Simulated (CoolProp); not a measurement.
Properties of dimethyl carbonate along the isobar 0.101 MPa (Tc = 557.0 K, pc = 4.909 MPa, ω = 0.346).

Values from CoolProp's reference Helmholtz-energy equation of state, Zhou 2011.

| T (K) | phase | Z | cp (kJ/(kg K)) | speed of sound (m/s) | Joule-Thomson coefficient (K/MPa) | isothermal compressibility (1/MPa) | fugacity coefficient |
|---|---|---|---|---|---|---|---|
| 382.8 | gas | 0.9758 | 1.415 | 190.4 | 20.22 | 10.15 | 0.9764 |
| 404.5 | gas | 0.9799 | 1.466 | 196.2 | 16.87 | 10.11 | 0.9803 |
| 426.3 | gas | 0.9831 | 1.517 | … | 14.24 | 10.07 | 0.9834 |
| 448 | gas | 0.9856 | 1.567 | 207.0 | … | 10.05 | 0.9858 |
| 469.7 | gas | 0.9877 | 1.615 | 212.1 | 10.57 | 10.03 | 0.9878 |
| 491.4 | gas | 0.9893 | 1.662 | 217.1 | 9.261 | 10.01 | 0.9894 |
| 513.1 | gas | 0.9907 | 1.706 | 221.9 | 8.201 | 9.994 | 0.9908 |
| 534.8 | gas | 0.9919 | 1.749 | 226.7 | 7.329 | 9.983 | 0.9919 |
| 556.6 | gas | 0.9929 | 1.789 | 231.3 | … | 9.973 | 0.9929 |
| 578.3 | gas | 0.9937 | 1.827 | 235.8 | 5.990 | 9.964 | 0.9937 |
| 600 | gas | 0.9944 | 1.863 | 240.2 | 5.471 | 9.957 | 0.9944 |

Task: Fill in the missing entries.

Result: 
- 426.3, speed of sound (m/s): 201.7
- 448, Joule-Thomson coefficient (K/MPa): 12.19
- 556.6, Joule-Thomson coefficient (K/MPa): 6.600
